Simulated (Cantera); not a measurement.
Input: 1 mol CH₄, a varied amount of H₂, held at 0.000950 bar.

Method: chemical equilibrium by Gibbs-energy minimisation in Cantera with the NASA 1993 tables (ideal gas, pure condensed phases). Candidate condensed phases: C, C₆H₆, C₇H₈, C₈H₁₈; 76 gas species. Kinetics and transport are ignored.

Stable condensed phases, one row left out:

```
T in K \ n(H₂) in mol
         1.6 2.7 4.3   7  11  19  30  49
   2975    A   A   A   A   A   A   A   A
   2775    B   B   A   A   A   A   A   A
   2675    B   B   B   B   B   A   A   A
   2575    B   B   B   B   B   B   B   A
   2475    B   B   B   B   B   B   B   B
   2375    B   B   B   B   B   B   B   B
   2275    B   B   B   B   B   B   B   B
   2175    B   B   B   B   B   B   B   B
   2075    B   B   B   B   B   B   B   B
   1975    B   B   B   B   B   B   B   B
   1875    B   B   B   B   B   B   B   B
   1775    B   B   B   B   B   B   B   B
   1675    B   B   B   B   B   B   B   B
```

A: gas only; B: C.

Give the row for 2875 K.

1.6: gas only; 2.7: gas only; 4.3: gas only; 7: gas only; 11: gas only; 19: gas only; 30: gas only; 49: gas only.
